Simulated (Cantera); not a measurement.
Feed: 1 mol SiHCl3, 0.46 mol HCl, 4 mol H2, 1.3 mol C2H2, equilibrated at 1050 K and 0.00220 bar.

These are equilibrium values from Cantera (NASA tables, ideal gas, pure condensed phases), not measurements of a reactor. Candidate condensed phases: C, C6H6, C7H8, C8H18, Si, SiC; 109 gas species. The tables' values for SiCl3 are old estimates; treat these amounts as uncertain. Equilibrium is a limit: real reactors are often held back by kinetics, nucleation or transport.

Base state: H2 0.641, HCl 0.325, SiCl4 0.0330, SiHCl3 0.000675, SiCl3 0.000576, SiCl2 0.000183, CH4 5.17e-5 (mole fractions); condensed: C(graphite) + SiC(s).

Task: What changes in the equilibrium state with this change: H2 from 4 to 15 mol?

Result: 
```tsv
species	before	after
H2	0.641	0.821
HCl	0.325	0.177
SiCl4	0.0330	0.00177
SiCl3	0.000576	6.44e-5
SiHCl3	0.000675	8.53e-5
SiCl2	0.000183	4.23e-5
CH4	5.17e-5	8.49e-5
C(graphite), mol	1.86	1.64
SiC(s), mol	0.742	0.963
```

Task: What changes in the equilibrium state with this change: temperature from 1050 K to 925 K?

Result: 
| species | before | after |
|---|---|---|
| H2 | 0.641 | 0.738 |
| HCl | 0.325 | 0.189 |
| SiCl4 | 0.0330 | 0.0716 |
| SiCl2 | 0.000183 | 1.33e-5 |
| CH4 | 5.17e-5 | 0.000272 |
| SiCl3 | 0.000576 | 0.000155 |
| C(graphite), mol | 1.86 | 2.12 |
| SiC(s), mol | 0.742 | 0.474 |

Task: What changes in the equilibrium state with this change: H2 from 4 to 1200 mol?

Result: 
| species | before | after |
|---|---|---|
| H2 | 0.641 | 0.997 |
| HCl | 0.325 | 0.00287 |
| CH4 | 5.17e-5 | 0.000125 |
| SiCl4 | 0.0330 | <1e-9 |
| SiCl2 | 0.000183 | 9.18e-9 |
| SiHCl3 | 0.000675 | <1e-9 |
| SiCl3 | 0.000576 | <1e-9 |
| C(graphite), mol | 1.86 | 1.45 |
| SiC(s), mol | 0.742 | 1.000 |
